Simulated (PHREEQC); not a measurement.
## Buffer (model solution)

Dissolve 20 mmol/kgw NaHSO4, 0.56 mmol/kgw Na2SO4 and 18 mmol/kgw NaCl at 25 °C. Closed to the air; pH follows from the charge balance.

The numbers come from PHREEQC with the ion-association model, phreeqc.dat.

No solid was allowed to form.

Q: Predict the pH, density.

A: pH 1.96; density 1.000 g/cm³.

Q: In which forms is Na present?

A: Na+ 97 %, NaSO4- 2.6 % of the Na.

Complexes and solids missing from the database can't appear.
